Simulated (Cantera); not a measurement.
Cantera run, input and output.

```python
import numpy as np
import cantera as ct

gas = ct.Solution("gri30.yaml")
gas.TPX = 1175, 180000, {'N2O': 1, 'N2': 0.29}
reactor = ct.IdealGasConstPressureReactor(gas, energy="off", clone=False)
net = ct.ReactorNet([reactor])
net.rtol, net.atol = 1e-08, 1e-18
show = ['N2O', 'N2', 'NO2', 'O', 'O2']
times = np.geomspace(3e-05, 60, 13)

steps = ct.SolutionArray(gas, extra=["t"])
rows = []
print(f"{'t/s':>10s}{'T/K':>9s}{'P/Pa':>11s}" + "".join(f"{s:>11s}" for s in show))
for t in times:
    while net.time < t:
        t_next = net.step()
        steps.append(gas.state, t=t_next)
    rows.append([np.interp(t, steps.t, y) for y in (steps.T, steps.P, *steps(*show).X.T)])
    print(f"{t:10.3e}{rows[-1][0]:9.1f}{rows[-1][1]:11.4g}" + "".join(f"{x:11.3e}" for x in rows[-1][2:]))
rate = np.gradient(steps.T, steps.t)
print("integrator steps:", len(steps.t))
if steps.T.max() > steps.T[0] + 200:
    print(f"time of steepest temperature rise: {steps.t[rate.argmax()]:.4e} s")
gas.TPX = 1175, 180000, {'N2O': 1, 'N2': 0.29}
gas.equilibrate("TP")
print(f"equilibrium (TP): T = {gas.T:.1f} K  " + "  ".join(f"{s} {gas[s].X[0]:.3e}" for s in show))
```

Output:

```
       t/s      T/K       P/Pa        N2O         N2        NO2          O         O2
 3.000e-05   1175.0    1.8e+05  7.752e-01  2.248e-01  2.719e-11  1.104e-06  5.474e-06
 1.005e-04   1175.0    1.8e+05  7.751e-01  2.248e-01  3.876e-10  1.106e-06  2.068e-05
 3.367e-04   1175.0    1.8e+05  7.750e-01  2.249e-01  4.623e-09  1.106e-06  7.164e-05
 1.128e-03   1175.0    1.8e+05  7.744e-01  2.253e-01  5.159e-08  1.105e-06  2.422e-04
 3.780e-03   1175.0    1.8e+05  7.727e-01  2.263e-01  5.378e-07  1.104e-06  8.123e-04
 1.266e-02   1175.0    1.8e+05  7.669e-01  2.298e-01  4.740e-06  1.099e-06  2.707e-03
 4.243e-02   1175.0    1.8e+05  7.479e-01  2.413e-01  2.855e-05  1.078e-06  8.886e-03
 1.421e-01   1175.0    1.8e+05  6.898e-01  2.766e-01  1.091e-04  1.010e-06  2.788e-02
 4.762e-01   1175.0    1.8e+05  5.397e-01  3.680e-01  3.040e-04  8.341e-07  7.721e-02
 1.595e+00   1175.0    1.8e+05  2.807e-01  5.273e-01  5.791e-04  5.085e-07  1.640e-01
 5.345e+00   1175.0    1.8e+05  5.946e-02  6.660e-01  7.117e-04  1.466e-07  2.408e-01
 1.791e+01   1175.0    1.8e+05  1.053e-03  7.036e-01  8.665e-04  8.258e-09  2.619e-01
 6.000e+01   1175.0    1.8e+05  2.861e-07  7.043e-01  9.292e-04  5.611e-09  2.623e-01
integrator steps: 1064
equilibrium (TP): T = 1175.0 K  N2O 1.629e-08  N2 7.206e-01  NO2 5.257e-06  O 5.789e-09  O2 2.792e-01
```

Computed with Cantera and GRI-Mech 3.0 (53 species, 325 reactions). GRI-Mech 3.0 was tuned for natural gas; its chemistry of N2O as a main component is partial and can be far from experiment. The mechanism lacks the step 2 NO + O2 → 2 NO2, which can matter for NO2 below about 1400 K. The temperature is held fixed by assumption; the heat of reaction is taken as removed at once.
